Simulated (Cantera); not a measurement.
Feed: 1 mol B₂H₆, 8.5 mol H₂O, 26 mol H₂, equilibrated at 27.0 mbar.

Cantera equilibrium calculation (NASA polynomials, part measured and part estimated; ideal gas, pure solids and liquids). Candidate condensed phases: B, B₂O₃, B₃O₃H₃, H₂O; 23 gas species. The feed counts by its element totals alone. Rates play no part.

x: gas mole fraction; nothing condenses.

```
T (°C)   x H₂  x H₂O  x HBO₂      x H    x HBO        x BO
------  -----  -----  ------  -------  -------  ----------
1702    0.822  0.120  0.0463  0.00755  0.00161  (withheld)
1727    0.821  0.120  0.0459  0.00897  0.00174  (withheld)
1752    0.819  0.120  0.0456   0.0106  0.00188  (withheld)
1777    0.817  0.120  0.0452   0.0125  0.00202  (withheld)
1802    0.815  0.120  0.0448   0.0146  0.00217  (withheld)
1827    0.813  0.120  0.0444   0.0171  0.00231  (withheld)
1852    0.810  0.121  0.0439   0.0199  0.00247  (withheld)
1877    0.807  0.121  0.0434   0.0231  0.00262  (withheld)
1902    0.803  0.121  0.0429   0.0266  0.00277  (withheld)
1927    0.799  0.121  0.0423   0.0306  0.00293  (withheld)
1952    0.795  0.121  0.0417   0.0351  0.00308  (withheld)
1977    0.790  0.121  0.0411   0.0402  0.00323  (withheld)
2002    0.784  0.121  0.0404   0.0457  0.00337  (withheld)
```

What belongs in the gaps?


- 1702, x BO: 0.000220
- 1727, x BO: 0.000276
- 1752, x BO: 0.000345
- 1777, x BO: 0.000427
- 1802, x BO: 0.000526
- 1827, x BO: 0.000644
- 1852, x BO: 0.000784
- 1877, x BO: 0.000948
- 1902, x BO: 0.00114
- 1927, x BO: 0.00136
- 1952, x BO: 0.00162
- 1977, x BO: 0.00192
- 2002, x BO: 0.00225
